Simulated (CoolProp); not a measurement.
Model: reference Helmholtz-energy equation of state, McLinden 2015, in CoolProp.

Question: Give the vapour pressure (MPa), liquid density (kg/m³), vapour density (kg/m³), enthalpy of vaporisation (kJ/kg) of saturated the fluoroketone C6F12O (FK-5-1-12) at 321.7, 345.5 K.

Answer: 
| T (K) | p (MPa) | liquid density (kg/m³) | vapour density (kg/m³) | enthalpy of vaporisation (kJ/kg) |
|---|---|---|---|---|
| 321.7 | 0.0996 | 1530 | 12.6 | 88.1 |
| 345.5 | 0.213 | 1450 | 26.3 | 80.6 |
